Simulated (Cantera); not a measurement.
Feed: 1 mol Mg(OH)2, 0.11 mol CO2, 3.6 mol H2O, at 3800 Pa.

Method: chemical equilibrium by Gibbs-energy minimisation in Cantera with the NASA 1993 tables (ideal gas, pure condensed phases). Candidate condensed phases: C, C6H6, C7H8, C8H18, H2O, Mg, MgCO3, MgO, Mg(OH)2; 116 gas species. Kinetics and transport are ignored.

Problem. At 1850 K, list the 6 most abundant gas species with their mole fractions, and the condensed phases.

Solution. H2O 0.964, CO2 0.0226, H2 0.00720, O2 0.00339, OH 0.00232, CO 0.000677. Condensed: MgO(s).
